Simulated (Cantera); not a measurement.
Input (Python, Cantera):

```python
import numpy as np
import cantera as ct

gas = ct.Solution("gri30.yaml")
gas.TPX = 1575, 100000, {'NO': 1, 'N2': 0.24}
reactor = ct.IdealGasConstPressureReactor(gas, energy="off", clone=False)
net = ct.ReactorNet([reactor])
net.rtol, net.atol = 1e-08, 1e-18
show = ['NO', 'O2', 'N2', 'NO2', 'N2O']
times = np.geomspace(1e-06, 100, 9)

steps = ct.SolutionArray(gas, extra=["t"])
rows = []
print(f"{'t/s':>10s}{'T/K':>9s}{'P/Pa':>11s}" + "".join(f"{s:>11s}" for s in show))
for t in times:
    while net.time < t:
        t_next = net.step()
        steps.append(gas.state, t=t_next)
    rows.append([np.interp(t, steps.t, y) for y in (steps.T, steps.P, *steps(*show).X.T)])
    print(f"{t:10.3e}{rows[-1][0]:9.1f}{rows[-1][1]:11.4g}" + "".join(f"{x:11.3e}" for x in rows[-1][2:]))
rate = np.gradient(steps.T, steps.t)
print("integrator steps:", len(steps.t))
if steps.T.max() > steps.T[0] + 200:
    print(f"time of steepest temperature rise: {steps.t[rate.argmax()]:.4e} s")
gas.TPX = 1575, 100000, {'NO': 1, 'N2': 0.24}
gas.equilibrate("TP")
print(f"equilibrium (TP): T = {gas.T:.1f} K  " + "  ".join(f"{s} {gas[s].X[0]:.3e}" for s in show))
```

It prints:

```
       t/s      T/K       P/Pa         NO         O2         N2        NO2        N2O
 1.000e-06   1575.0      1e+05  8.065e-01  6.502e-13  1.935e-01  1.110e-09  1.502e-08
 1.000e-05   1575.0      1e+05  8.065e-01  4.380e-11  1.935e-01  7.378e-08  1.502e-07
 1.000e-04   1575.0      1e+05  8.064e-01  1.043e-09  1.935e-01  1.407e-06  1.497e-06
 1.000e-03   1575.0      1e+05  8.064e-01  3.830e-08  1.936e-01  1.531e-05  1.455e-05
 1.000e-02   1575.0      1e+05  8.061e-01  7.985e-06  1.936e-01  1.736e-04  1.108e-04
 1.000e-01   1575.0      1e+05  8.032e-01  1.095e-03  1.949e-01  5.800e-04  2.311e-04
 1.000e+00   1575.0      1e+05  7.769e-01  1.394e-02  2.080e-01  9.818e-04  2.155e-04
 1.000e+01   1575.0      1e+05  5.847e-01  1.094e-01  3.040e-01  1.829e-03  1.202e-04
 1.000e+02   1575.0      1e+05  1.608e-01  3.221e-01  5.162e-01  8.559e-04  9.012e-06
integrator steps: 1202
equilibrium (TP): T = 1575.0 K  NO 2.098e-03  O2 4.022e-01  N2 5.957e-01  NO2 1.247e-05  N2O 1.095e-07
```

Model: GRI-Mech 3.0 (53 species, 325 reactions), integrated in Cantera.
